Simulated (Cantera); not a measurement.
Source: NASA polynomial tables (part measured, part estimated), evaluated in Cantera. Values are per mole of reaction as written; species without (g) are pure solids or liquids, kept so even where they would boil at 1 bar.

2 F(g) + Mg → MgF₂

```json
[
 {"T (K)": "300", "ΔH° (kJ)": "-1283.1", "ΔS° (J/K)": "-292.8", "ΔG° (kJ)": "-1195.2", "log10 K": "208.10", "condensed phases": "Mg(s), MgF₂(s)"},
 {"T (K)": "1198", "ΔH° (kJ)": "?", "ΔS° (J/K)": "?", "ΔG° (kJ)": "?", "log10 K": "?", "condensed phases": "Mg(l), MgF₂(s)"},
 {"T (K)": "1248", "ΔH° (kJ)": "?", "ΔS° (J/K)": "?", "ΔG° (kJ)": "?", "log10 K": "?", "condensed phases": "Mg(l), MgF₂(s)"},
 {"T (K)": "1298", "ΔH° (kJ)": "?", "ΔS° (J/K)": "?", "ΔG° (kJ)": "?", "log10 K": "?", "condensed phases": "Mg(l), MgF₂(s)"},
 {"T (K)": "1348", "ΔH° (kJ)": "-1288.3", "ΔS° (J/K)": "-299.5", "ΔG° (kJ)": "-884.5", "log10 K": "34.27", "condensed phases": "Mg(l), MgF₂(s)"},
 {"T (K)": "1398", "ΔH° (kJ)": "-1288.0", "ΔS° (J/K)": "-299.3", "ΔG° (kJ)": "-869.6", "log10 K": "32.49", "condensed phases": "Mg(l), MgF₂(s)"},
 {"T (K)": "1448", "ΔH° (kJ)": "?", "ΔS° (J/K)": "?", "ΔG° (kJ)": "?", "log10 K": "?", "condensed phases": "Mg(l), MgF₂(s)"},
 {"T (K)": "1498", "ΔH° (kJ)": "-1287.3", "ΔS° (J/K)": "-298.8", "ΔG° (kJ)": "-839.7", "log10 K": "29.28", "condensed phases": "Mg(l), MgF₂(s)"}
]
```

Task: Complete the blanks.

Result: 
- 1198, ΔH° (kJ): -1289.2
- 1198, ΔS° (J/K): -300.2
- 1198, ΔG° (kJ): -929.5
- 1198, log10 K: 40.53
- 1248, ΔH° (kJ): -1288.9
- 1248, ΔS° (J/K): -300.0
- 1248, ΔG° (kJ): -914.5
- 1248, log10 K: 38.28
- 1298, ΔH° (kJ): -1288.6
- 1298, ΔS° (J/K): -299.8
- 1298, ΔG° (kJ): -899.5
- 1298, log10 K: 36.20
- 1448, ΔH° (kJ): -1287.6
- 1448, ΔS° (J/K): -299.1
- 1448, ΔG° (kJ): -854.6
- 1448, log10 K: 30.83
